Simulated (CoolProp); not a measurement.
Vapour pressure (kPa) of R13: the reference equation beside estimates from Tc = 303.0 K, pc = 3973 kPa, ω = 0.175. Clausius-Clapeyron is anchored at 214.5 K with a constant enthalpy of vaporisation of 14.36 kJ/mol.

The numbers come from the reference Helmholtz-energy equation of state, Platzer 1990 in CoolProp. This equation is an older, rougher fit; its heat capacities, sound speeds and derivatives of the liquid may be far off and weren't checked against measurements.

```json
[
 {"T (K)": "145.5", "reference": "3.389", "Lee-Kesler": "3.155", "Clausius-Clapeyron": "6.517", "van der Waals": "83.45", "Redlich-Kwong": "5.020", "Soave-Redlich-Kwong": "3.211", "Peng-Robinson": "3.499"},
 {"T (K)": "157", "reference": "9.809", "Lee-Kesler": "9.224", "Clausius-Clapeyron": "15.54", "van der Waals": "139.9", "Redlich-Kwong": "14.48", "Soave-Redlich-Kwong": "9.361", "Peng-Robinson": "9.933"},
 {"T (K)": "168.5", "reference": "…", "Lee-Kesler": "22.90", "Clausius-Clapeyron": "…", "van der Waals": "219.2", "Redlich-Kwong": "34.88", "Soave-Redlich-Kwong": "23.13", "Peng-Robinson": "24.05"},
 {"T (K)": "180", "reference": "51.64", "Lee-Kesler": "49.87", "Clausius-Clapeyron": "63.37", "van der Waals": "325.5", "Redlich-Kwong": "73.10", "Soave-Redlich-Kwong": "50.15", "Peng-Robinson": "51.33"},
 {"T (K)": "191.5", "reference": "100.0", "Lee-Kesler": "97.71", "Clausius-Clapeyron": "112.7", "van der Waals": "462.5", "Redlich-Kwong": "137.4", "Soave-Redlich-Kwong": "97.91", "Peng-Robinson": "99.04"},
 {"T (K)": "203", "reference": "178.2", "Lee-Kesler": "175.6", "Clausius-Clapeyron": "187.9", "van der Waals": "633.8", "Redlich-Kwong": "236.9", "Soave-Redlich-Kwong": "175.6", "Peng-Robinson": "176.1"},
 {"T (K)": "214.5", "reference": "296.5", "Lee-Kesler": "294.0", "Clausius-Clapeyron": "296.5", "van der Waals": "842.6", "Redlich-Kwong": "381.2", "Soave-Redlich-Kwong": "293.9", "Peng-Robinson": "292.8"},
 {"T (K)": "226", "reference": "466.1", "Lee-Kesler": "…", "Clausius-Clapeyron": "446.6", "van der Waals": "1092", "Redlich-Kwong": "579.9", "Soave-Redlich-Kwong": "464.6", "Peng-Robinson": "460.9"},
 {"T (K)": "237.5", "reference": "699.3", "Lee-Kesler": "697.5", "Clausius-Clapeyron": "646.5", "van der Waals": "…", "Redlich-Kwong": "842.5", "Soave-Redlich-Kwong": "700.5", "Peng-Robinson": "…"},
 {"T (K)": "249", "reference": "1009", "Lee-Kesler": "1007", "Clausius-Clapeyron": "904.4", "van der Waals": "1721", "Redlich-Kwong": "…", "Soave-Redlich-Kwong": "1015", "Peng-Robinson": "1003"},
 {"T (K)": "260.5", "reference": "1409", "Lee-Kesler": "1406", "Clausius-Clapeyron": "1228", "van der Waals": "2106", "Redlich-Kwong": "1595", "Soave-Redlich-Kwong": "1422", "Peng-Robinson": "1405"},
 {"T (K)": "272", "reference": "1914", "Lee-Kesler": "1911", "Clausius-Clapeyron": "1626", "van der Waals": "2541", "Redlich-Kwong": "2101", "Soave-Redlich-Kwong": "1935", "Peng-Robinson": "1916"},
 {"T (K)": "283.5", "reference": "2542", "Lee-Kesler": "2540", "Clausius-Clapeyron": "2103", "van der Waals": "3026", "Redlich-Kwong": "2704", "Soave-Redlich-Kwong": "2571", "Peng-Robinson": "2552"}
]
```

Problem. What belongs in the gaps?

Solution. 
- 168.5, reference: 24.02
- 168.5, Clausius-Clapeyron: 32.93
- 226, Lee-Kesler: 464.0
- 237.5, van der Waals: 1384
- 237.5, Peng-Robinson: 693.0
- 249, Redlich-Kwong: 1178

Absolute difference from the reference over all 13 rows, mean and median: Lee-Kesler 2.1 and 0.8 %, Clausius-Clapeyron 22.8 and 12.8 %, van der Waals 479.8 and 184.2 %, Redlich-Kwong 28.6 and 28.6 %, Soave-Redlich-Kwong 1.9 and 1.1 %, Peng-Robinson 0.9 and 0.9 %.
